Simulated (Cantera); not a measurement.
Input: 1 mol BN, 0.91 mol NF3, 4.9 mol N2, equilibrated at 700 K and 6.30 mbar.

Equilibrium computed with Cantera from the NASA thermochemical tables; the gas is ideal and each condensed phase is pure. Candidate condensed phases: B, BN; 13 gas species. Kinetics and transport are ignored.

Task: What is the equilibrium state?

Result: 
```json
{
  "x(N2)": "0.865",
  "x(BF3)": "0.135",
  "n(BN(s))": "0.0900 mol",
  "gas_amount": "6.720 mol",
  "log10 activity of B(s) (absent)": "-13.00"
}
```
